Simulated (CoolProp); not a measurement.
Computed with CoolProp (reference Helmholtz-energy equation of state, Lemmon 2006). It is a short technical equation, of lower accuracy than the large ones.

Question: Give the vapour pressure (MPa), vapour density (kg/m³), liquid cp (kJ/(kg K)), liquid conductivity (mW/(m K)) of saturated isopentane at 232.4, 269.5 K.

Answer: 
```tsv
T (K)	p (MPa)	vapour density (kg/m³)	liquid cp (kJ/(kg K))	liquid conductivity (mW/(m K))
232.4	0.00410	0.154	1.97	124
269.5	0.0294	0.965	2.13	111
```

Thermal conductivity comes from a separate model (Vassiliou 2015).
